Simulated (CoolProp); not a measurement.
Vapour-liquid equilibrium of R114 (1) + R113 (2) at 37.65 °C; x and y are mole fractions of (1).

Model: multi-fluid Helmholtz-energy mixture model, Platzer 1990 and Marx 1992; pair parameters Bell 2016, in CoolProp. This equation is an older, rougher fit; its heat capacities, sound speeds and derivatives of the liquid may be far off and weren't checked against measurements.

| x | bubble pressure, mixture model (MPa) | bubble pressure, Raoult's law (MPa) | y, mixture model | y, Raoult's law |
|---|---|---|---|---|
| 0.05 | 0.08378 | 0.08421 | 0.179 | 0.188 |
| 0.125 | 0.1017 | 0.1025 | 0.372 | 0.385 |
| 0.2 | 0.1198 | 0.1208 | 0.509 | 0.523 |
| 0.275 | 0.1381 | 0.1391 | 0.610 | 0.625 |
| 0.35 | 0.1564 | 0.1574 | 0.689 | 0.703 |
| 0.425 | 0.1747 | 0.1757 | 0.751 | 0.764 |
| 0.5 | 0.1930 | 0.1940 | 0.802 | 0.814 |
| 0.575 | 0.2112 | 0.2123 | 0.844 | 0.856 |
| 0.65 | 0.2295 | 0.2306 | 0.880 | 0.891 |
| 0.725 | 0.2477 | 0.2489 | 0.911 | 0.920 |
| 0.8 | 0.2661 | 0.2672 | 0.939 | 0.946 |
| 0.875 | 0.2846 | 0.2856 | 0.963 | 0.968 |
| 0.95 | 0.3033 | 0.3039 | 0.986 | 0.988 |

The largest gap from Raoult's law is -0.8 % in bubble pressure, at x = 0.2. No azeotrope shows between x = 0.05 and 0.95.

The pair parameters rest on a limited set of measurements; away from them the model extrapolates.
